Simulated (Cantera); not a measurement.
# Adiabatic ignition

An adiabatic, constant-pressure homogeneous reactor starts with 9.56 % C2H4, 18.0 % O2, 67.4 % N2, 5.07 % H2O, equivalence ratio 1.6, at 1525 K and 0.270 bar.

Computed with Cantera and GRI-Mech 3.0 (53 species, 325 reactions). GRI-Mech 3.0 was tuned for natural gas; its chemistry of ethylene as a main component is partial and can be far from experiment.

```csv
t (s),T (K),x C2H4,x O2,x H2O,x C2H2,x C2H,x CO,x H2O2
1.00e-6,1525,0.0956,0.180,0.0507,8.26e-7,<1e-12,2.60e-10,<1e-12
2.15e-6,1525,0.0956,0.180,0.0507,1.78e-6,<1e-12,1.63e-9,1.27e-12
4.64e-6,1525,0.0956,0.180,0.0507,3.84e-6,<1e-12,9.73e-9,9.13e-12
1.00e-5,1525,0.0956,0.180,0.0507,8.28e-6,<1e-12,6.87e-8,8.64e-11
2.15e-5,1525,0.0956,0.180,0.0507,1.80e-5,<1e-12,9.23e-7,1.49e-9
4.64e-5,1525,0.0953,0.179,0.0507,6.06e-5,2.09e-10,9.44e-5,3.84e-7
0.000100,2501,0.000124,0.0317,0.128,0.00736,0.000141,0.135,8.66e-7
0.000215,2698,<1e-12,0.00365,0.126,<1e-12,<1e-12,0.129,4.03e-8
0.000464,2700,<1e-12,0.00360,0.126,<1e-12,<1e-12,0.129,4.04e-8
0.00100,2703,<1e-12,0.00351,0.126,<1e-12,<1e-12,0.129,4.05e-8
0.00215,2705,<1e-12,0.00339,0.127,<1e-12,<1e-12,0.129,4.04e-8
0.00464,2704,<1e-12,0.00325,0.127,<1e-12,<1e-12,0.129,3.97e-8
0.0100,2702,<1e-12,0.00314,0.126,<1e-12,<1e-12,0.130,3.88e-8
0.0215,2702,<1e-12,0.00311,0.126,<1e-12,<1e-12,0.130,3.86e-8
0.0464,2702,<1e-12,0.00311,0.126,<1e-12,<1e-12,0.130,3.86e-8
0.100,2702,<1e-12,0.00311,0.126,<1e-12,<1e-12,0.130,3.86e-8
```
x: mole fraction; the columns are a selection and need not sum to one.

| Property | Result |
|---|---|
| time of steepest temperature rise | 95.7 µs |
| temperature at 0.100 s | 2702 K |
| equilibrium temperature | 2702 K |
| x(C2H4) at 0.100 s | <1e-12 (gas-phase equilibrium <1e-12) |
| x(O2) at 0.100 s | 0.00311 (gas-phase equilibrium 0.00311) |
| x(H2O) at 0.100 s | 0.126 (gas-phase equilibrium 0.126) |
